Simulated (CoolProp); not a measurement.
A simple Rankine cycle with R123: condensing at 318.15 K, boiler at 3.14 MPa, turbine inlet 499 K, turbine efficiency 0.65, pump efficiency 0.7, no recuperator. Each further row changes one setting.

Values from CoolProp's reference Helmholtz-energy equation of state, Younglove 1994. It is a modified Benedict-Webb-Rubin equation, recast in Helmholtz form.

```csv
case,thermal efficiency (%),net work (kJ/kg),heat in (kJ/kg),turbine exit temperature (K),volume ratio over the turbine
as stated,13.1,?,280,422.2,19.1
condensing temperature 310.15 K,14.0,40.3,288,417.3,24.7
boiler pressure 2.2 MPa,?,34.8,290,436.9,12.5
turbine efficiency 0.55,?,30.7,280,?,19.5
```

### Question
Fill in the missing entries.

### Answer

- as stated, net work (kJ/kg): 36.8
- boiler pressure 2.2 MPa, thermal efficiency (%): 12.0
- turbine efficiency 0.55, thermal efficiency (%): 11.0
- turbine efficiency 0.55, turbine exit temperature (K): 429.7
